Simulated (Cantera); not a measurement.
# Low-pressure radical oxidation in H2/O2

An isothermal, constant-pressure homogeneous reactor starts with H2 : O2 : H2O = 0.068 : 1 : 0.021 (molar parts), equivalence ratio 0.034, at 1175 K and 12.8 Torr.

Cantera simulation using GRI-Mech 3.0 (53 species, 325 reactions); the numbers are that mechanism's predictions, not measurements. Radical loss at walls, strong at low pressure, is not modelled. The temperature is held fixed by assumption; the heat of reaction is taken as removed at once.

```
t (s)         x H2   x O2    x H2O2   x H2O      x OH    x HO2
--------  --------  -----  --------  ------  --------  -------
7.00e-5     0.0624  0.918    <1e-12  0.0193   1.31e-9  2.91e-9
0.000219    0.0624  0.918  5.17e-12  0.0193   1.07e-8  9.17e-9
0.000682    0.0624  0.918  5.54e-11  0.0193   8.75e-7  3.90e-8
0.00213     0.0101  0.883   4.23e-7  0.0609   0.00661  7.15e-6
0.00665    0.00129  0.885   1.85e-7  0.0752   0.00377  6.44e-6
0.0208    0.000581  0.902   1.90e-7  0.0806   0.00253  5.31e-6
0.0648    0.000114  0.913   1.42e-7  0.0834   0.00112  2.71e-6
0.202      1.41e-5  0.915   6.49e-8  0.0841  0.000399  7.27e-7
0.632      1.95e-6  0.916   2.22e-8  0.0843  0.000150  1.48e-7
1.97       3.56e-7  0.916   7.02e-9  0.0843   6.46e-5  3.31e-8
6.16       8.14e-8  0.916   2.20e-9  0.0843   3.11e-5  1.04e-8
19.2       2.20e-8  0.916  7.11e-10  0.0844   1.62e-5  6.96e-9
60.0       7.59e-9  0.916  2.80e-10  0.0844   9.54e-6  8.69e-9
```
x: mole fraction; the columns are a selection and need not sum to one.

Equilibrium at this temperature and pressure: H2 5.09e-9, O2 0.916, H2O2 2.01e-10, H2O 0.0844, OH 7.80e-6, HO2 1.01e-8 (gas phase only).
